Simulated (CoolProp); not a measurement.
A simple Rankine cycle with n-perfluorohexane: condensing at 305.15 K, boiler at 0.704 MPa, turbine inlet 404.5 K, turbine efficiency 0.75, pump efficiency 0.6, no recuperator. Each further row changes one setting.

Computed with CoolProp (reference Helmholtz-energy equation of state, Gao 2022).

```tsv
case	thermal efficiency (%)	net work (kJ/kg)	heat in (kJ/kg)	turbine exit temperature (K)	volume ratio over the turbine
as stated	10.5	18.0	171	375.2	21.9
turbine inlet 424.5 K	10.1	19.4	192	396.2	20.6
condensing temperature 297.15 K	11.3	20.3	179	372.6	30.8
boiler pressure 0.493 MPa	9.4	16.5	175	380.9	13.8
turbine efficiency 0.65	9.1	15.5	171	377.9	22.1
```
